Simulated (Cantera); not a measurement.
Cantera run:

```python
import numpy as np
import cantera as ct

gas_names = """
    C CN CO CO2 C2 CCN CNC C2N2 C2O C3 C3O2 C4 C4N2 C5 N NCO NO NO2 NO3 N2 N2O O O2 O3 Si SiC SiC2 SiN
    SiO SiO2 Si2 Si2C Si2N Si3
""".split()
cond_names = """
    C(gr) Si(cr) Si(L) SiC(b) SiO2(Lqz) SiO2(hqz) SiO2(L) Si2N2O(s) Si3N4(a)
""".split()


# ... load() reads the species with a 1 bar reference pressure and builds the phases ...
atoms = {
    'Si3N4': {'Si': 3, 'N': 4},
    'CO2': {'C': 1, 'O': 2},
    'N2': {'N': 2},
}
top_T = {'C(gr)': 4500, 'SiC(b)': 3050, 'Si2N2O(s)': 2100, 'Si3N4(a)': 2400}  # K; cautious upper limits of use, not melting points


# ... equilibrate(T, P, feed) seeds the gas with the atoms and calls Mixture.equilibrate('TP', solver="vcs", rtol=1e-11, max_steps=5000) ...
results = []
feed = {'Si3N4': 1, 'CO2': 0.94, 'N2': 17}  # mol
T = 2050  # K
P = 13332.2  # Pa
mix = equilibrate(T, P, feed)
results.append((T, P, feed, dict(zip(mix.species_names, mix.species_moles))))
print(gas.report(threshold=0.001))
for i in range(1, mix.n_phases):
    print(f"{mix.phase(i).name:16s} {mix.phase_moles(i):12.5e} mol")
```

It prints:

```
       temperature   2050 K
          pressure   13332 Pa
           density   0.022716 kg/m^3
  mean mol. weight   29.041 kg/kmol
   phase of matter   gas

                          1 kg             1 kmol
                     ---------------   ---------------
          enthalpy        1.6935e+06        4.9181e+07  J
   internal energy        1.1066e+06        3.2136e+07  J
           entropy              9450        2.7444e+05  J/K
    Gibbs function       -1.7679e+07       -5.1342e+08  J
 heat capacity c_p            1245.9             36181  J/K
 heat capacity c_v            959.55             27866  J/K

                      mass frac. Y      mole frac. X     chem. pot. / RT
                     ---------------   ---------------   ---------------
                CO          0.025391          0.026326           -39.924
                N2           0.87715           0.90931           -29.134
               SiO          0.096625          0.063653           -40.409
     [  +31 minor]         0.0008336        0.00071314

C(gr)             0.00000e+00 mol
Si(L)             1.26378e+00 mol
SiC(b)            3.89537e-01 mol
SiO2(L)           0.00000e+00 mol
Si2N2O(s)         0.00000e+00 mol
Si3N4(a)          0.00000e+00 mol
```

Equilibrium computed with Cantera from the NASA thermochemical tables; the gas is ideal and each condensed phase is pure. Mutual solubility and eutectic melting of coexisting phases are not modelled. The tables' values for SiN are old estimates; treat these amounts as uncertain.
